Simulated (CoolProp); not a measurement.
Vapour-liquid equilibrium of hydrogen chloride (1) + propane (2) at 235.4 K; x and y are mole fractions of (1).

The numbers come from the multi-fluid Helmholtz-energy mixture model, Thol 2018 and Lemmon 2009; pair parameters Bell 2016 in CoolProp.

```csv
x,"bubble pressure, mixture model (kPa)","bubble pressure, Raoult's law (kPa)","y, mixture model","y, Raoult's law"
0.05,210.3,157.7,0.430,0.263
0.2,420.8,263.7,0.738,0.629
0.35,555.9,369.8,0.819,0.785
0.5,639.7,475.8,0.858,0.871
0.65,698.9,581.9,0.887,0.926
0.8,753.0,687.9,0.919,0.964
0.95,810.3,793.9,0.973,0.992
```

The largest gap from Raoult's law is +59.6 % in bubble pressure, at x = 0.2. No azeotrope shows between x = 0.05 and 0.95.

The pair parameters rest on a limited set of measurements; away from them the model extrapolates. With so large a gap from Raoult's law the liquid may split in two, which this calculation doesn't test in full.
